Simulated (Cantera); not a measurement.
Input (Python, Cantera):

```python
import numpy as np
import cantera as ct

gas = ct.Solution("gri30.yaml")


def delay(T, t_max=10):
    gas.TPX = T, 101325, {'CH4': 1, 'H2': 0.059, 'O2': 1.19, 'N2': 4.49}
    reactor = ct.IdealGasConstPressureReactor(gas, clone=False)
    net = ct.ReactorNet([reactor])
    net.rtol, net.atol = 1e-8, 1e-16
    while net.time < t_max:
        t_old, T_old = net.time, reactor.T
        net.step()
        if reactor.T > T + 400:  # ignition: a rise of 400 K
            return t_old + (T + 400 - T_old) / (reactor.T - T_old) * (net.time - t_old)
    return np.nan


taus = []
for T in [1025, 1125, 1225, 1325, 1425, 1525, 1625, 1725]:
    taus.append(delay(T))
    print(f"T0 = {T:6g} K   tau = {taus[-1]:.4e} s")
```

Result:

```
T0 =   1025 K   tau = 2.7618e-01 s
T0 =   1125 K   tau = 8.2818e-02 s
T0 =   1225 K   tau = 2.3934e-02 s
T0 =   1325 K   tau = 7.2291e-03 s
T0 =   1425 K   tau = 2.3667e-03 s
T0 =   1525 K   tau = 8.6652e-04 s
T0 =   1625 K   tau = 3.6227e-04 s
T0 =   1725 K   tau = 1.7217e-04 s
```

Cantera simulation using GRI-Mech 3.0 (53 species, 325 reactions); the numbers are that mechanism's predictions, not measurements.
